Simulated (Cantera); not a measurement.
# Thermodynamics of fluorocarbon and chlorocarbon gases, feed CH3Cl + H2

A closed system holds: 1 mol CH3Cl, 0.88 mol H2, at 0.180 Torr.

Equilibrium computed with Cantera from the NASA thermochemical tables; the gas is ideal and each condensed phase is pure. Candidate condensed phases: C, C6H6, C7H8, C8H18; 91 gas species. The numbers say what is thermodynamically allowed, not how fast it happens.

From 1002 °C to 1902 °C the condensed part is C(graphite). The main C-bearing gas is CH4 at 1002 °C and C2H2 (acetylene) at 1902 °C.

```tsv
T (°C)	x H2	x HCl	x H	x Cl	x C2H2 (acetylene)	n C(graphite)
1002	0.653	0.347	3.84e-5	1.74e-5	2.51e-7	1.000
1102	0.653	0.347	0.000179	7.87e-5	1.16e-6	1.000
1202	0.652	0.347	0.000676	0.000291	4.35e-6	1.000
1302	0.651	0.346	0.00216	0.000913	1.37e-5	1.000
1402	0.648	0.343	0.00603	0.00249	3.76e-5	1.000
1502	0.641	0.338	0.0150	0.00605	9.13e-5	0.999
1602	0.627	0.326	0.0335	0.0132	0.000199	0.999
1702	0.600	0.305	0.0684	0.0260	0.000390	0.998
1802	0.554	0.271	0.128	0.0462	0.000688	0.996
1902	0.483	0.223	0.219	0.0737	0.00108	0.992
```
x: gas mole fraction; n: condensed amount in mol.
